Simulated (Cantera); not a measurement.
What does this Cantera script print?

```python
import numpy as np
import cantera as ct

gas = ct.Solution("gri30.yaml")
gas.TPX = 1350, 101325, {'CH3OH': 0.0049, 'O2': 0.0098, 'N2': 1}
inlet = ct.Reservoir(gas, clone=True)

reactor = ct.IdealGasConstPressureReactor(gas, energy="off", clone=False)
exhaust = ct.Reservoir(gas, clone=True)
tau = [0.53, 0.24, 0.11, 0.05, 0.023, 0.011, 0.0048, 0.0022, 0.001, 0.00046][0]
for a, b in ((inlet, reactor), (reactor, exhaust)):
    ct.MassFlowController(a, b, mdot=lambda t: reactor.mass / tau)
net = ct.ReactorNet([reactor])
show = ['CH3OH', 'O2', 'CH4', 'NO', 'C2H4', 'O']

rows = []
print(f"{'tau/s':>10s}{'T/K':>9s}" + "".join(f"{s:>11s}" for s in show))
for tau in [0.53, 0.24, 0.11, 0.05, 0.023, 0.011, 0.0048, 0.0022, 0.001, 0.00046]:
    net.initial_time = 0.0
    net.advance(30 * tau)
    before = gas.X
    net.advance(40 * tau)
    drift = np.max(np.abs(gas.X - before) / (gas.X + 1e-9))
    rows.append([gas.T, *gas[show].X, drift])
    print(f"{tau:10.3e}{gas.T:9.1f}" + "".join(f"{x:11.3e}" for x in gas[show].X))
```

Output:

```
     tau/s      T/K      CH3OH         O2        CH4         NO       C2H4          O
 5.300e-01   1350.0  1.156e-06  2.458e-03  9.071e-10  1.008e-06  3.643e-14  1.797e-05
 2.400e-01   1350.0  1.714e-06  2.496e-03  3.217e-09  9.020e-07  1.940e-13  2.926e-05
 1.100e-01   1350.0  2.468e-06  2.559e-03  1.118e-08  9.034e-07  9.790e-13  4.657e-05
 5.000e-02   1350.0  3.533e-06  2.660e-03  3.740e-08  1.015e-06  4.751e-12  7.267e-05
 2.300e-02   1350.0  5.095e-06  2.814e-03  1.128e-07  1.192e-06  2.123e-11  1.085e-04
 1.100e-02   1350.0  7.493e-06  3.030e-03  2.934e-07  1.327e-06  8.368e-11  1.510e-04
 4.800e-03   1350.0  1.253e-05  3.381e-03  7.728e-07  1.302e-06  3.752e-10  2.002e-04
 2.200e-03   1350.0  2.294e-05  3.852e-03  1.779e-06  1.056e-06  1.557e-09  2.278e-04
 1.000e-03   1350.0  5.146e-05  4.538e-03  3.990e-06  6.439e-07  7.426e-09  2.028e-04
 4.600e-04   1350.0  4.797e-03  9.645e-03  5.689e-07  3.409e-13  7.705e-10  6.750e-09
```

Model: GRI-Mech 3.0 (53 species, 325 reactions), integrated in Cantera. GRI-Mech 3.0 was tuned for natural gas; its chemistry of methanol as a main component is partial and can be far from experiment.
